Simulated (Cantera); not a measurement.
Input (Python, Cantera) and output of one run.

```python
import numpy as np
import cantera as ct

gas_names = """
    CL CL2 H HCL H2 N NH NH2 NH3 N2 N2H2 N2H4 Si SiCL SiCL2 SiCL3 SiCL4 SiH SiHCL3 SiH2 SiH2CL2 SiH3
    SiH3CL SiH4 SiN Si2 Si2N Si3
""".split()
cond_names = """
    NH4CL(a) NH4CL(b) Si(cr) Si(L) Si3N4(a)
""".split()


# ... load() reads the species with a 1 bar reference pressure and builds the phases ...
atoms = {
    'SiH2Cl2': {'Si': 1, 'H': 2, 'CL': 2},
    'NH3': {'N': 1, 'H': 3},
}
top_T = {'Si3N4(a)': 2400}  # K; cautious upper limits of use, not melting points


# ... equilibrate(T, P, feed) seeds the gas with the atoms and calls Mixture.equilibrate('TP', solver="vcs", rtol=1e-11, max_steps=5000) ...
results = []
feed = {'SiH2Cl2': 1, 'NH3': 2.8}  # mol
T = 825  # K
P = 18  # Pa
mix = equilibrate(T, P, feed)
results.append((T, P, feed, dict(zip(mix.species_names, mix.species_moles))))
print(gas.report(threshold=0.0001))
for i in range(1, mix.n_phases):
    print(f"{mix.phase(i).name:16s} {mix.phase_moles(i):12.5e} mol")
```

It prints:

```
       temperature   825 K
          pressure   18 Pa
           density   3.8963e-05 kg/m^3
  mean mol. weight   14.848 kg/kmol
   phase of matter   gas

                          1 kg             1 kmol
                     ---------------   ---------------
          enthalpy       -7.9843e+05       -1.1855e+07  J
   internal energy       -1.2604e+06       -1.8715e+07  J
           entropy             17700        2.6281e+05  J/K
    Gibbs function       -1.5401e+07       -2.2867e+08  J
 heat capacity c_p              2046             30379  J/K
 heat capacity c_v            1486.1             22065  J/K

                      mass frac. Y      mole frac. X     chem. pot. / RT
                     ---------------   ---------------   ---------------
               HCL           0.68102           0.27736           -47.177
                H2          0.083099           0.61203           -26.163
                N2           0.20333           0.10777           -35.241
             SiCL4          0.032474         0.0028383           -155.35
     [  +24 minor]        7.8421e-05        8.6679e-06

Si(cr)            0.00000e+00 mol
Si3N4(a)          3.26760e-01 mol
```

Equilibrium computed with Cantera from the NASA thermochemical tables; the gas is ideal and each condensed phase is pure.
